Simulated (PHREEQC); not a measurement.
Solution (25 °C): 0.0049 mol/kgw NiCl2, 0.17 mol/kgw NaCl and 0.0056 mol/kgw H2SO4. Closed to the air; pH follows from the charge balance.

All values are PHREEQC results (ion-association model, wateq4f.dat), not measurements.

No solid was allowed to form.

Q: Order these S species by the share of S that they hold, largest first: NiSO4, SO4-2, HSO4-, NaSO4-.

A: SO4-2 (61 %), HSO4- (19 %), NaSO4- (15 %), NiSO4 (4.2 %)

Q: Order these Ni species by the share of Ni that they hold, largest first: NiSO4, NiCl2, NiCl+, Ni+2.

A: Ni+2 (81 %), NiCl+ (11 %), NiSO4 (4.8 %), NiCl2 (3.6 %)

The pH is 2.09 and the ionic strength 0.195 mol/kgw.
